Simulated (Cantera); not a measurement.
An isothermal, constant-pressure homogeneous reactor starts with CH4 : H2 : H = 0.014 : 1 : 0.036 (molar parts), at 2575 K and 48.8 Torr.

Cantera simulation using GRI-Mech 3.0 (53 species, 325 reactions); the numbers are that mechanism's predictions, not measurements. GRI-Mech 3.0 stops at C3 and has no aromatics, soot or wall deposition, so with more carbon than oxygen in the feed, carbon stays in small species such as C2H2 where larger ones or solid carbon would form.

One state of this run: x CH4 = 5.88e-6; x H2 = 0.880; x H = 0.113; x CH2 = 2.84e-6; x C2H = 6.70e-5; x C2H2 = 0.00623. x: mole fraction; the columns are a selection and need not sum to one.

Q: Which value of t (s) does it belong to?
A) 3.44e-5
B) 0.0421
C) 0.00245
D) 0.0102

A: B, 0.0421
